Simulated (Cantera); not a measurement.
Feed: 1 mol borazine, 0.17 mol H2O, a varied amount of N2, 0.061 mol O2, held at 823.15 K and 7.50 Torr.

Method: chemical equilibrium by Gibbs-energy minimisation in Cantera with the NASA 1993 tables (ideal gas, pure condensed phases). Candidate condensed phases: B, BN, B2O3, B3O3H3, H2O; 39 gas species. The feed counts by its element totals alone. Kinetics and transport are ignored.

x: gas mole fraction; n: condensed amount in mol.

```
n(N2) (mol)    x N2    x H2     x H2O    x NH3  x (HBO2)3  n BN(s)  n B2O3(l)
-----------  ------  ------  --------  -------  ---------  -------  ---------
0.22         0.0907   0.908  0.000890  6.21e-6    2.10e-7     2.81     0.0963
0.42          0.140   0.859  0.000973  7.10e-6    2.40e-7     2.81     0.0961
0.83              ?       ?   0.00103  7.69e-6    2.60e-7     2.81     0.0959
1.6           0.349   0.650  0.000998  7.38e-6    2.49e-7     2.81     0.0957
3.2               ?       ?         ?        ?          ?     2.81     0.0955
6.4           0.672   0.327  0.000625  3.66e-6    1.24e-7     2.81     0.0953
13            0.805   0.194  0.000395  1.83e-6    6.20e-8     2.81     0.0952
25            0.888   0.112  0.000235  8.40e-7    2.84e-8     2.81     0.0951
48            0.938  0.0617  0.000132  3.54e-7    1.20e-8     2.81     0.0951
95            0.968  0.0322   6.94e-5  1.35e-7    4.57e-9     2.81     0.0951
```

Task: Complete the blanks.

Result: 
- 0.83, x N2: 0.226
- 0.83, x H2: 0.773
- 3.2, x N2: 0.510
- 3.2, x H2: 0.489
- 3.2, x H2O: 0.000852
- 3.2, x NH3: 5.82e-6
- 3.2, x (HBO2)3: 1.97e-7
